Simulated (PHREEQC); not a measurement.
## City or well water (model solution)

Synthetic water in mmol/kgw, 23 °C, pH 8.03, pe 9.8:

```
constituent           mmol/kgw
--------------------  --------
Na                       0.311
K                        0.122
Ca                       0.904
Mg                       0.385
Cl                       0.709
S(6)                      0.38
Alkalinity (meq/kgw)     0.834
F                       0.0785
Ni                       0.034
```

Valence states are taken as typed.

All values are PHREEQC results (ion-association model, wateq4f.dat), not measurements.

No solid was allowed to form.

**Question.** Predict the ionic strength, charge-balance error.

**Answer.** ionic strength 0.00411 mol/kgw; charge-balance error 13.7 %.

**Question.** In which forms is C present?

**Answer.** HCO3- 92 %, NiCO3 3.9 %, CO2 1.8 %, CaHCO3+ 0.7 %, CO3-2 0.5 % of the C.

Complexes and solids missing from the database can't appear. The database's nickel carbonate constants are estimates that later reviews lower a good deal.
